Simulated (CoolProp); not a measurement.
Model: reference Helmholtz-energy equation of state, Thol 2017, in CoolProp.

Q: For octamethyltrisiloxane (MDM), give the phase and the Joule-Thomson coefficient (K/MPa), fugacity coefficient at 139.45 °C and 59.3 bar; 193.55 °C and 59.3 bar.

A: 
- 139.45 °C and 59.3 bar: liquid; Joule-Thomson coefficient -0.277, fugacity coefficient 0.0202
- 193.55 °C and 59.3 bar: liquid; Joule-Thomson coefficient -0.148, fugacity coefficient 0.0669
